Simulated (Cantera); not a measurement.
Input: 1 mol Si₂H₆, 250 mol N₂, at 1123.15 K and 0.00133 bar.

Cantera equilibrium calculation (NASA polynomials, part measured and part estimated; ideal gas, pure solids and liquids). Candidate condensed phases: Si, Si₃N₄; 18 gas species. The feed counts by its element totals alone. N₂ is the only nitrogen source here; it is nearly inert below about 1500 K, so the nitride shown seldom forms there in practice. The numbers say what is thermodynamically allowed, not how fast it happens.

Base state: N₂ 0.988, H₂ 0.0119 (mole fractions); condensed: Si₃N₄(s).

Task: What changes in the equilibrium state with this change: Si₂H₆ replaced by Si₂Cl₆?

Result: 
```csv
species,before,after
N₂,0.988,0.994
SiCl₄,0,0.00569
SiCl₃,0,0.000265
H₂,0.0119,0
SiCl₂,0,0.000153
"Si₃N₄(s), mol",0.667,0.155
```
The tables' values for SiCl₃ are old estimates; treat these amounts as uncertain.
